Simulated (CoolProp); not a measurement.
Model: reference Helmholtz-energy equation of state, Marx 1992, in CoolProp.

### Question
Give the vapour pressure (MPa), liquid density (kg/m³), surface tension (mN/m) of saturated R113 at 330.3, 374.4, 385.4 K.

### Answer
```tsv
T (K)	p (MPa)	liquid density (kg/m³)	surface tension (mN/m)
330.3	0.138	1480	13.6
374.4	0.450	1370	9.06
385.4	0.577	1330	7.98
```

Surface tension comes from a separate correlation (Mulero 2012).
